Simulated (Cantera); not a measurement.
A closed system holds: 1 mol B2O3, 0.24 mol H2O, held at 2073 K and 0.0133 bar.

Equilibrium computed with Cantera from the NASA thermochemical tables; the gas is ideal and each condensed phase is pure. Candidate condensed phases: B, B2O3, B3O3H3, H2O; 23 gas species. Kinetics and transport are ignored.

Base state: B2O3 0.625, HBO2 0.329, H2O 0.0203, BO2 0.0142, H2 0.00526, BO 0.00258, H 0.00165, OH 0.000724 (mole fractions); condensed: gas only.

**Question.** What changes in the equilibrium state with this change: H2O from 0.24 to 8.5 mol?

**Answer.** 
| species | before | after |
|---|---|---|
| H2O | 0.0203 | 0.743 |
| HBO2 | 0.329 | 0.191 |
| H2 | 0.00526 | 0.0294 |
| B2O3 | 0.625 | 0.00573 |
| O2 | 0.000269 | 0.0115 |
| OH | 0.000724 | 0.0112 |
| BO2 | 0.0142 | 0.00348 |
| B2O2 | 0.000171 | 2.40e-7 |
| BO | 0.00258 | 9.66e-5 |
| HBO | 0.000606 | 5.36e-5 |

**Question.** What changes in the equilibrium state with this change: 0.025 mol Cl2 added?

**Answer.** 
| species | before | after |
|---|---|---|
| B2O3 | 0.625 | 0.607 |
| HBO2 | 0.329 | 0.305 |
| HCl | 0 | 0.0254 |
| Cl | 0 | 0.0106 |
| BO2 | 0.0142 | 0.0236 |
| H2O | 0.0203 | 0.0179 |
| BOCl | 0 | 0.00275 |
| O2 | 0.000269 | 0.00217 |
| H2 | 0.00526 | 0.00163 |
| HBO | 0.000606 | 0.000197 |
The tables' values for BOCl are old estimates; treat these amounts as uncertain.
